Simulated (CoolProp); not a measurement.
Oxygen at 298.15 K and 0.229 MPa flows at 0.28 m/s in a round tube of 100 mm bore and 45 µm roughness, fully developed (64/Re and Nu = 3.66 if laminar; Colebrook and Gnielinski if turbulent). Each further row changes one setting.

Model: reference Helmholtz-energy equation of state, Schmidt 1985, in CoolProp.

```
case               Reynolds number  Darcy friction factor  pressure drop (Pa/m)  heat-transfer coefficient (W/(m² K))  mass flow (kg/h)
-----------------  ---------------  ---------------------  --------------------  ------------------------------------  ----------------
as stated                     4030                 0.0403                0.0467                                     …              23.4
velocity 0.56 m/s             8060                 0.0333                 0.155                                  6.66              46.9
diameter 200 mm               8060                 0.0330                     …                                     …              93.7
```

**Question.** Some entries are withheld; supply them.

**Answer.** 
- as stated, heat-transfer coefficient (W/(m² K)): 3.52
- diameter 200 mm, pressure drop (Pa/m): 0.0192
- diameter 200 mm, heat-transfer coefficient (W/(m² K)): 3.30

Viscosity comes from a separate model (Lemmon 2004). Thermal conductivity comes from a separate model (Lemmon 2004).
